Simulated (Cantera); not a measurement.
What does this Cantera script print?

```python
import numpy as np
import cantera as ct

gas_names = """
    H2 NH3
""".split()
cond_names = """
    Cr2N(s) Cr(cr) Cr(L)
""".split()


def load(file, names, dense=False):
    # The tables refer to 1 bar. Condensed volumes are neglected.
    table = {s.name: s for s in ct.Species.list_from_file(file)}
    out = []
    for n in names:
        d = dict(table[n].input_data)
        d["thermo"] = dict(d["thermo"], **{"reference-pressure": 1e5})
        if dense:
            d["equation-of-state"] = {"model": "constant-volume", "density": "1e6 g/cm^3"}
        out.append(ct.Species.from_dict(d))
    return out


species = {s.name: s for s in load("nasa_gas.yaml", gas_names) + load("nasa_condensed.yaml", cond_names)}
# Each term lists the table entries of one substance; the one whose range holds T is used.
reactions = {
    '2 Cr2N + 3 H2(g) = 2 NH3(g) + 4 Cr':
        [(-2, ['Cr2N(s)']), (-3, ['H2']), (2, ['NH3']), (4, ['Cr(cr)', 'Cr(L)'])],
}


def pick(names, T):
    return next(species[n] for n in names if species[n].thermo.min_temp <= T <= species[n].thermo.max_temp)


results = []
for label, terms in reactions.items():
    print(label)
    print("     T/K   dH/kJ  dS/(J/K)   dG/kJ   log10 K")
    for T in [300, 398, 598, 798, 998, 1198, 1398, 1598, 1798]:
        used = [(nu, pick(names, T)) for nu, names in terms]
        dH = sum(nu * s.thermo.h(T) for nu, s in used) / 1e6
        dS = sum(nu * s.thermo.s(T) for nu, s in used) / 1e3
        dG = dH - T * dS / 1e3
        logK = -dG * 1e6 / (ct.gas_constant * T * np.log(10))
        results.append((label, T, dH, dS, dG, logK, [s.name for _, s in used]))
        print(f"{T:8g} {dH:8.1f} {dS:8.1f} {dG:8.1f} {logK:8.2f}")
```

It prints:

```
2 Cr2N + 3 H2(g) = 2 NH3(g) + 4 Cr
     T/K   dH/kJ  dS/(J/K)   dG/kJ   log10 K
     300    159.1    -42.2    171.7   -29.90
     398    153.7    -57.9    176.7   -23.19
     598    143.4    -78.8    190.6   -16.64
     798    135.1    -90.9    207.6   -13.59
     998    127.9    -98.9    226.7   -11.86
    1198    122.4   -104.0    247.0   -10.77
    1398    118.6   -106.9    268.1   -10.02
    1598    116.8   -108.2    289.7    -9.47
    1798    116.9   -108.1    311.3    -9.04
```

Cantera with NASA thermochemical tables; ideal gases at 1 bar, condensed phases pure. Condensed species are held in their standard states even where they would react or evaporate.
